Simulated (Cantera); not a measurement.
Catalytic stagnation flow on Pt

A jet of 1.01 % H2, 19.2 % O2, 79.8 % N2 at 300 K and 0.207 atm hits a platinum plate 9.6 cm away at a mass flux of 0.16 kg/m²/s; the plate temperature is set and raised in steps from an oxygen-covered start.

Detailed kinetics in Cantera: Deutschmann's 1995 Pt surface mechanism with GRI-Mech 3.0 gas chemistry. Catalytic surfaces can have several steady states; this one follows from the mechanism file's or the stated starting coverage.

```json
[
 {"plate T (K)": "600", "wall x H2": "0.00166", "wall x O2": "0.183", "wall x H2O": "0.0166", "wall x OH": "<1e-8", "θ free Pt": "0.0150", "θ O*": "0.982", "θ OH*": "0.00314"},
 {"plate T (K)": "650", "wall x H2": "0.00161", "wall x O2": "0.183", "wall x H2O": "0.0166", "wall x OH": "<1e-8", "θ free Pt": "0.0161", "θ O*": "0.982", "θ OH*": "0.00214"},
 {"plate T (K)": "700", "wall x H2": "0.00138", "wall x O2": "0.183", "wall x H2O": "0.0169", "wall x OH": "<1e-8", "θ free Pt": "0.0201", "θ O*": "0.978", "θ OH*": "0.00166"},
 {"plate T (K)": "750", "wall x H2": "0.000939", "wall x O2": "0.182", "wall x H2O": "0.0177", "wall x OH": "<1e-8", "θ free Pt": "0.0321", "θ O*": "0.966", "θ OH*": "0.00154"},
 {"plate T (K)": "800", "wall x H2": "0.000581", "wall x O2": "0.182", "wall x H2O": "0.0183", "wall x OH": "<1e-8", "θ free Pt": "0.0561", "θ O*": "0.942", "θ OH*": "0.00153"},
 {"plate T (K)": "850", "wall x H2": "0.000373", "wall x O2": "0.182", "wall x H2O": "0.0186", "wall x OH": "<1e-8", "θ free Pt": "0.0922", "θ O*": "0.906", "θ OH*": "0.00151"},
 {"plate T (K)": "900", "wall x H2": "0.000258", "wall x O2": "0.181", "wall x H2O": "0.0188", "wall x OH": "2.42e-8", "θ free Pt": "0.138", "θ O*": "0.860", "θ OH*": "0.00144"},
 {"plate T (K)": "950", "wall x H2": "0.000193", "wall x O2": "0.181", "wall x H2O": "0.0188", "wall x OH": "6.50e-8", "θ free Pt": "0.191", "θ O*": "0.807", "θ OH*": "0.00134"}
]
```
x: mole fraction at the wall; θ: surface coverage.
